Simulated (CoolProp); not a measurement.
Model: reference Helmholtz-energy equation of state, Lemmon 2006, in CoolProp. It is a short technical equation, of lower accuracy than the large ones.

### Question
Give the vapour pressure (MPa), liquid density (kg/m³), vapour viscosity (µPa s) of saturated toluene at 498.9, 510.8 K.

### Answer
| T (K) | p (MPa) | liquid density (kg/m³) | vapour viscosity (µPa s) |
|---|---|---|---|
| 498.9 | 1.16 | 640 | 11.5 |
| 510.8 | 1.39 | 621 | 11.9 |

Viscosity comes from a separate model (Avgeri 2015).
